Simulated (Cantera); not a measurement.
An isothermal plug-flow reactor at 1175 K and 1.01 bar (inlet), inlet velocity 4.3 m/s, active area per volume 2400 1/m; feed CH4 : O2 : N2 : H2O = 0.0076 : 0.13 : 0.79 : 0.0062 (molar parts).

Detailed kinetics in Cantera: Deutschmann's 1995 Pt surface mechanism with GRI-Mech 3.0 gas chemistry. Catalytic surfaces can have several steady states; this one follows from the mechanism file's or the stated starting coverage. Mass transfer to the wall is taken as infinitely fast.

x: gas mole fraction; θ: surface coverage.

```
z (m)       x CH4   x O2    x H2O  x CO2     x CO  θ free Pt   θ O*    θ OH*
-------  --------  -----  -------  -----  -------  ---------  -----  -------
0.00015   0.00792  0.139  0.00707    ___  8.69e-6      0.370  0.629  0.00110
0.00027   0.00775  0.138  0.00740    ___  8.68e-6      0.370  0.629  0.00113
0.00048   0.00747  0.138  0.00797    ___  8.38e-6      0.370  0.629  0.00117
0.00086   0.00697  0.137  0.00895    ___  7.84e-6      0.370  0.628  0.00123
0.0015    0.00621  0.135   0.0105    ___  7.00e-6      0.371  0.628  0.00133
0.0027    0.00499  0.133   0.0129    ___  5.65e-6      0.372  0.627  0.00147
0.0048    0.00339  0.130   0.0160    ___  3.88e-6      0.373  0.626  0.00164
0.0086    0.00168  0.126   0.0194    ___  1.97e-6      0.374  0.624  0.00180
0.015    0.000504  0.124   0.0217    ___  6.53e-7      0.375  0.623  0.00191
```

Some entries are withheld; supply them.


- 0.00015, x CO2: 0.000205
- 0.00027, x CO2: 0.000371
- 0.00048, x CO2: 0.000655
- 0.00086, x CO2: 0.00114
- 0.0015, x CO2: 0.00189
- 0.0027, x CO2: 0.00309
- 0.0048, x CO2: 0.00466
- 0.0086, x CO2: 0.00635
- 0.015, x CO2: 0.00750
